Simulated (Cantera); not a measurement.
B + H2O + N2 (boron, boron nitride and boron oxide)

A closed system holds: 1 mol B, 1.2 mol H2O, 39 mol N2, equilibrated at 55.0 Pa.

Cantera equilibrium calculation (NASA polynomials, part measured and part estimated; ideal gas, pure solids and liquids). Candidate condensed phases: B, BN, B2O3, B3O3H3, H2O; 39 gas species. N2 is the only nitrogen source here; it is nearly inert below about 1500 K, so the nitride shown seldom forms there in practice. Mutual solubility and eutectic melting of coexisting phases are not modelled. The numbers say what is thermodynamically allowed, not how fast it happens.

From 1125 K to 1325 K the condensed part is BN(s) + B2O3(l). From 1425 K to 1525 K the condensed part is BN(s). From 1625 K to 2325 K nothing is condensed. The main B-bearing gas is HBO2 at 1125 K and BO at 2325 K.

```
T (K)   x N2       x H     x H2      x BO    x B2O3     x HBO    x B2O2    x HBO2  n BN(s)  n B2O3(l)
-----  -----  --------  -------  --------  --------  --------  --------  --------  -------  ---------
1125   0.970   3.27e-7   0.0299  9.75e-10   1.21e-6   1.73e-6   2.93e-9   5.34e-5    0.201      0.398
1225   0.970   2.29e-6   0.0298   6.98e-8   3.72e-5   2.18e-5   2.97e-7  0.000232    0.203      0.392
1325   0.969   1.20e-5   0.0294   2.58e-6  0.000666  0.000184   1.47e-5  0.000789    0.208      0.349
1425   0.960   4.86e-5   0.0279   5.70e-5   0.00775   0.00112  0.000415   0.00217    0.203          0
1525   0.959  0.000168   0.0276  0.000394   0.00694   0.00258   0.00168   0.00120    0.131          0
1625   0.957  0.000491   0.0266   0.00187   0.00435   0.00463   0.00439  0.000551        0          0
1725   0.956   0.00128   0.0262   0.00425   0.00418   0.00447   0.00336  0.000710        0          0
1825   0.953   0.00299   0.0254   0.00775   0.00390   0.00380   0.00206  0.000964        0          0
1925   0.950   0.00631   0.0240    0.0114   0.00342   0.00277  0.000979   0.00136        0          0
2025   0.946    0.0119   0.0212    0.0142   0.00275   0.00178  0.000393   0.00182        0          0
2125   0.941    0.0202   0.0170    0.0163   0.00198   0.00106  0.000151   0.00210        0          0
2225   0.934    0.0302   0.0119    0.0181   0.00121  0.000603   6.12e-5   0.00186        0          0
2325   0.927    0.0401  0.00731    0.0201  0.000532  0.000333   2.73e-5   0.00105        0          0
```
x: gas mole fraction; n: condensed amount in mol.
